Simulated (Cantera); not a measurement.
Charge: 1 mol Nb, 0.02 mol H2O, 14 mol H2, equilibrated at 2575 K and 840 Pa.

Equilibrium computed with Cantera from the NASA thermochemical tables; the gas is ideal and each condensed phase is pure. Candidate condensed phases: H2O, Nb, NbO, NbO2, Nb2O5; 12 gas species. Condensed phases not in the tables: N, O or C dissolved in the metal. The numbers say what is thermodynamically allowed, not how fast it happens.

Base state: H2 0.686, H 0.313, NbO 0.000895, H2O 0.000156, NbO2 6.49e-5, OH 1.61e-5, Nb 1.14e-5 (mole fractions); condensed: Nb(s).

### Question
What changes in the equilibrium state with this change: H2O from 0.02 to 8.6 mol?

### Answer
```json
[
 {"species": "H2", "before": "0.686", "after": "0.469"},
 {"species": "H", "before": "0.313", "after": "0.259"},
 {"species": "H2O", "before": "0.000156", "after": "0.200"},
 {"species": "OH", "before": "1.61e-5", "after": "0.0249"},
 {"species": "NbO2", "before": "6.49e-5", "after": "0.0357"},
 {"species": "O2", "before": "<1e-9", "after": "0.00155"},
 {"species": "Nb", "before": "1.14e-5", "after": "1.80e-9"},
 {"species": "O", "before": "4.77e-6", "after": "0.00892"},
 {"species": "NbO", "before": "0.000895", "after": "0.000263"},
 {"species": "Nb(s), mol", "before": "0.984", "after": "0"}
]
```
